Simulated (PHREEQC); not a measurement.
Make-up at 25 °C: 10 mmol/kgw Cu(NO3)2, 30 mmol/kgw Fe(NO3)3, 0.052 mmol/kgw AlCl3 and 1.5 mmol/kgw KOH. It is in equilibrium with CO2 at log p = 0 (atm). Otherwise closed; pH follows from the charge balance.

Model: ion-association model, phreeqc.dat, run in PHREEQC.

The pH comes out as 1.97 and the ionic strength comes out as 0.202 mol/kgw. The total alkalinity is -58.5 meq/kg.

```tsv
species	molality	activity	log γ
NO3-	0.110	0.0763	-0.159
CO2	0.0323	0.0338	0.020
Fe+3	0.0156	0.00203	-0.886
H+	0.0134	0.0107	-0.098
Cu+2	0.01000	0.00326	-0.486
Fe2(OH)2+4	0.00437	4.02e-5	-2.036
FeOH+2	0.00412	0.00122	-0.528
K+	0.00150	0.00107	-0.148
Fe3(OH)4+5	0.000482	3.17e-7	-3.182
Cl-	0.000135	9.64e-5	-0.146
Al+3	5.20e-5	6.75e-6	-0.886
Fe(OH)2+	5.06e-5	3.78e-5	-0.128
(CO2)2	2.01e-5	2.10e-5	0.020
FeCl+2	1.99e-5	5.91e-6	-0.528
CuHCO3+	3.08e-6	2.30e-6	-0.127
```

This is a speciation only: nothing precipitates in the calculation. Saturation is exceeded, for instance for Hematite (slow to form), Goethite (slow to form); the values hold only as long as no solid forms.
